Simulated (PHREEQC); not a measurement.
Make-up at 20 °C: 0.00032 mol Ca(HCO3)2 and 3.3e-05 mol NaHCO3 per kg of water. Closed to the air; pH follows from the charge balance.

Computed with PHREEQC (ion-association model, wateq4f.dat).

```
quantity                       before     after
---------------------------  --------  --------
pH                               8.25      8.25
ionic strength (mol/kgw)     0.000988  0.000962
CO2 (mol/kgw)                 8.63e-6   8.31e-6
CO3-2 (mol/kgw)               5.40e-6   5.17e-6
NaCO3- (mol/kgw)              2.23e-9  4.29e-10
SI of Nahcolite (NaHCO3)        -7.10     -7.82
SI of Natron (Na2CO3:10H2O)    -12.81    -14.23
```

Problem. Which change was made?
A. NaHCO3 from 3.3e-05 to 6.6e-06 mol/kgw
B. NaHCO3 from 3.3e-05 to 3.3e-06 mol/kgw
C. temperature from 20 to 40 °C
D. Ca(HCO3)2 left out
E. diluted 2-fold with water

Solution. A, NaHCO3 from 3.3e-05 to 6.6e-06 mol/kgw

No solid was allowed to form.
